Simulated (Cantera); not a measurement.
A closed system holds: 1 mol Fe2O3, 0.1 mol Cl2, 1.1 mol N2, equilibrated at 1330 Pa.

Method: chemical equilibrium by Gibbs-energy minimisation in Cantera with the NASA 1993 tables (ideal gas, pure condensed phases). Candidate condensed phases: Fe, FeCl2, FeCl3, FeO, Fe2O3, Fe3O4; 19 gas species. Condensed phases not in the tables: FeOCl. Kinetics and transport are ignored. All values below are at 850 K.

Base state: N2 0.916, Cl2 0.0808, FeCl3 0.00161, O2 0.00122, Cl 6.87e-5, FeCl2 1.67e-5 (mole fractions); condensed: Fe2O3(s).

Task: What changes in the equilibrium state with this change: 0.0053 mol H2 added?

Result: 
| species | before | after |
|---|---|---|
| N2 | 0.916 | 0.912 |
| Cl2 | 0.0808 | 0.0762 |
| HCl | 0 | 0.00878 |
| FeCl3 | 0.00161 | 0.00153 |
| O2 | 0.00122 | 0.00116 |
| Cl | 6.87e-5 | 6.67e-5 |
| FeCl2 | 1.67e-5 | 1.64e-5 |
| Fe2O3(s), mol | 0.999 | 0.999 |
Further candidate phases: Fe(OH)2, Fe(OH)3, H2O, NH4Cl.
